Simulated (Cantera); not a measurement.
Feed: 1 mol PH3, 0.046 mol H2, held at 1873.15 K and 0.00170 bar.

Cantera equilibrium calculation (NASA polynomials, part measured and part estimated; ideal gas, pure solids and liquids). Candidate condensed phases: P; 7 gas species. Rates play no part.

Base state: H2 0.743, P2 0.242, H 0.0135, P 0.00179, PH 0.000130 (mole fractions); condensed: gas only.

Problem. What changes in the equilibrium state with this change: temperature from 1873.15 K to 2175 K?

Solution. 
| species | before | after |
|---|---|---|
| H2 | 0.743 | 0.665 |
| P2 | 0.242 | 0.223 |
| H | 0.0135 | 0.0965 |
| P | 0.00179 | 0.0158 |
| PH | 0.000130 | 0.000510 |
